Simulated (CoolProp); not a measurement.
Vapour-liquid equilibrium of CH2F2 (R32) (1) + R143a (2) at 0.00239 MPa; x and y are mole fractions of (1).

The numbers come from the multi-fluid Helmholtz-energy mixture model, Tillner-Roth 1997 and Lemmon and Jacobsen 2000; pair parameters Bell 2016 in CoolProp.

```json
[
 {"x": "0.05", "bubble temperature (°C)": "-104.2", "y at the bubble point": "0.096", "dew temperature at overall composition x (°C)": "-104.0", "liquid density (mol/L)": "15.95"},
 {"x": "0.2", "bubble temperature (°C)": "-105.4", "y at the bubble point": "0.302", "dew temperature at overall composition x (°C)": "-104.8", "liquid density (mol/L)": "17.06"},
 {"x": "0.35", "bubble temperature (°C)": "-106.0", "y at the bubble point": "0.437", "dew temperature at overall composition x (°C)": "-105.6", "liquid density (mol/L)": "18.30"},
 {"x": "0.5", "bubble temperature (°C)": "-106.3", "y at the bubble point": "0.540", "dew temperature at overall composition x (°C)": "-106.2", "liquid density (mol/L)": "19.70"},
 {"x": "0.65", "bubble temperature (°C)": "-106.3", "y at the bubble point": "0.635", "dew temperature at overall composition x (°C)": "-106.3", "liquid density (mol/L)": "21.30"},
 {"x": "0.8", "bubble temperature (°C)": "-106.1", "y at the bubble point": "0.746", "dew temperature at overall composition x (°C)": "-105.9", "liquid density (mol/L)": "23.12"},
 {"x": "0.95", "bubble temperature (°C)": "-105.4", "y at the bubble point": "0.914", "dew temperature at overall composition x (°C)": "-105.3", "liquid density (mol/L)": "25.21"}
]
```

y crosses x between x = 0.5 and 0.65: the model has an azeotrope there.

The pair parameters rest on a limited set of measurements; away from them the model extrapolates.
